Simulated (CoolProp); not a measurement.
Properties of acetone at several states.

Values from CoolProp's reference Helmholtz-energy equation of state, Lemmon 2006. It is a short technical equation, of lower accuracy than the large ones.

```tsv
T (°C)	p (bar)	phase	cp (kJ/(kg K))	isothermal compressibility (1/MPa)
41.25	0.152	gas	___	66.42
-34.45	0.194	liquid	___	0.0007789
-76.05	1.16	liquid	1.999	0.0005640
94.15	1.89	gas	___	___
199.85	1.46	gas	___	6.962
```

Fill in the missing entries.


- 41.25, cp (kJ/(kg K)): 1.366
- -34.45, cp (kJ/(kg K)): 2.034
- 94.15, cp (kJ/(kg K)): 1.662
- 94.15, isothermal compressibility (1/MPa): 5.641
- 199.85, cp (kJ/(kg K)): 1.818
